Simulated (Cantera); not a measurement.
Charge: 1 mol CaCO₃, 3.8 mol H₂, equilibrated at 902 °C and 0.0320 bar.

Cantera equilibrium calculation (NASA polynomials, part measured and part estimated; ideal gas, pure solids and liquids). Candidate condensed phases: C, C₆H₆, C₇H₈, C₈H₁₈, Ca, CaCO₃, CaO, Ca(OH)₂, H₂O; 115 gas species. The numbers say what is thermodynamically allowed, not how fast it happens.

Base state: H₂ 0.620, CO 0.171, H₂O 0.171, CO₂ 0.0370 (mole fractions); condensed: CaO(s).

### Question
What changes in the equilibrium state with this change: H₂ from 3.8 to 0.042 mol?

### Answer
```tsv
species	before	after
CO₂	0.0370	0.921
H₂O	0.171	0.0390
CO	0.171	0.0390
H₂	0.620	0.00129
CaO(s), mol	1.00	1.00
```
